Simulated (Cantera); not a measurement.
Input: 1 mol SiCl4, 1 mol HCl, 9.6 mol H2, held at 1648.15 K and 28.0 bar.

Cantera equilibrium calculation (NASA polynomials, part measured and part estimated; ideal gas, pure solids and liquids). Candidate condensed phases: Si; 19 gas species. The tables' values for SiCl3 are old estimates; treat these amounts as uncertain. Kinetics and transport are ignored.

Base state: H2 0.759, HCl 0.156, SiCl4 0.0297, SiHCl3 0.0241, SiCl2 0.0136, SiCl3 0.0135, SiH2Cl2 0.00334, SiH3Cl 0.000139 (mole fractions); condensed: gas only.

### Question
What changes in the equilibrium state with this change: temperature from 1648.15 K to 1600 K?

### Answer
```json
[
 {"species": "H2", "before": "0.759", "after": "0.767"},
 {"species": "HCl", "before": "0.156", "after": "0.148"},
 {"species": "SiCl4", "before": "0.0297", "after": "0.0347"},
 {"species": "SiCl2", "before": "0.0136", "after": "0.00944"},
 {"species": "SiCl3", "before": "0.0135", "after": "0.0115"},
 {"species": "SiHCl3", "before": "0.0241", "after": "0.0259"},
 {"species": "H", "before": "1.47e-5", "after": "9.00e-6"},
 {"species": "SiH3Cl", "before": "0.000139", "after": "0.000121"},
 {"species": "SiH2Cl2", "before": "0.00334", "after": "0.00324"}
]
```

### Question
What changes in the equilibrium state with this change: 0.22 mol H2O added?

### Answer
```csv
species,before,after
H2,0.759,0.750
HCl,0.156,0.176
SiCl4,0.0297,0.0287
SiHCl3,0.0241,0.0204
SiCl2,0.0136,0.0102
SiCl3,0.0135,0.0115
SiO,0,5.63e-5
H2O,0,3.98e-5
SiH3Cl,0.000139,9.03e-5
"SiO2(β-quartz), mol",0,0.109
```
The tables hold silica as quartz up to 1696 K and as liquid above; real silica turns to tridymite and cristobalite and melts near 1996 K. Further candidate phases: H2O, SiO2.
